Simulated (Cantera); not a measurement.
# Equilibrium for carbothermic reduction: PbO + CH4 + N2

Input: 1 mol PbO, 3.9 mol CH4, 0.43 mol N2, equilibrated at 81.0 Pa.

Equilibrium computed with Cantera from the NASA thermochemical tables; the gas is ideal and each condensed phase is pure. Candidate condensed phases: C, C6H6, C7H8, C8H18, H2O, Pb, PbO, PbO2, Pb3O4; 139 gas species. The numbers say what is thermodynamically allowed, not how fast it happens.

| T (K) | x H2 | x H | x CO | x Pb | x N2 | n C(graphite) |
|---|---|---|---|---|---|---|
| 1725 | 0.757 | 0.00568 | 0.0975 | 0.0975 | 0.0415 | 2.89 |
| 1800 | 0.752 | 0.0109 | 0.0972 | 0.0972 | 0.0412 | 2.89 |
| 1875 | 0.744 | 0.0199 | 0.0968 | 0.0968 | 0.0408 | 2.88 |
| 1950 | 0.731 | 0.0344 | 0.0961 | 0.0961 | 0.0402 | 2.87 |
| 2025 | 0.710 | 0.0570 | 0.0950 | 0.0950 | 0.0394 | 2.86 |
| 2100 | 0.680 | 0.0903 | 0.0933 | 0.0933 | 0.0383 | 2.84 |
| 2175 | 0.638 | 0.137 | 0.0911 | 0.0911 | 0.0368 | 2.82 |
| 2250 | 0.582 | 0.199 | 0.0880 | 0.0880 | 0.0351 | 2.79 |
x: gas mole fraction; n: condensed amount in mol.

From 1725 K to 2250 K the condensed part is C(graphite). The main Pb-bearing gas is Pb throughout.
